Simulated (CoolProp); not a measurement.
Dimethyl ether along the isobar 5900 kPa: fugacity coefficient from the reference equation and from simpler models built on Tc = 127.2 °C, pc = 5337 kPa, ω = 0.196; each cubic takes its own stable root.

Model: reference Helmholtz-energy equation of state, Wu 2011, in CoolProp.

```
T (°C)   phase  reference
------  ------  ---------
-39.55  liquid    0.01011
-28.05  liquid    0.01716
-16.55  liquid    0.02750
-5.05   liquid    0.04189
6.45    liquid    0.06109
17.95   liquid    0.08575
29.45   liquid     0.1164
40.95   liquid     0.1533
52.45   liquid     0.1967
63.95   liquid     0.2464
75.45   liquid     0.3021
86.95   liquid     0.3632
98.45   liquid     0.4287
109.95  liquid     0.4973
```

### Question
How far does each simpler model (van der Waals, Redlich-Kwong, Peng-Robinson) lie from the reference over these 14 states: mean and median of the absolute difference, and the worst?

### Answer
- van der Waals: mean 196.7 %, median 115.5 %, worst +707.7 % at -39.55 °C and 5900 kPa
- Redlich-Kwong: mean 30.2 %, median 27.6 %, worst +62.3 % at -39.55 °C and 5900 kPa
- Peng-Robinson: mean 0.5 %, median 0.4 %, worst +1.5 % at -39.55 °C and 5900 kPa
